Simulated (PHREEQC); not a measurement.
Consider water at 25 °C with 0.031 mol CuSO4, 0.00094 mol HNO3 and 0.0016 mol H3BO3 per kg of water. Closed to the air; pH follows from the charge balance.

Model: ion-association model, phreeqc.dat, run in PHREEQC.

The pH is 3.35 and the ionic strength comes out as 0.0752 mol/kgw. The specific conductance is 3850 µS/cm, the density is 1.002 g/cm³ and the total alkalinity comes out as -0.940 meq/kg.

```json
[
 {"species": "Cu+2", "molality": "0.0188", "activity": "0.00813", "log γ": "-0.363"},
 {"species": "SO4-2", "molality": "0.0184", "activity": "0.00750", "log γ": "-0.389"},
 {"species": "CuSO4", "molality": "0.0122", "activity": "0.0124", "log γ": "0.008"},
 {"species": "H3BO3", "molality": "0.00160", "activity": "0.00163", "log γ": "0.008"},
 {"species": "NO3-", "molality": "0.000940", "activity": "0.000730", "log γ": "-0.110"},
 {"species": "H+", "molality": "0.000533", "activity": "0.000446", "log γ": "-0.077"},
 {"species": "HSO4-", "molality": "0.000408", "activity": "0.000325", "log γ": "-0.098"}
]
```

This is a speciation only: nothing precipitates in the calculation.
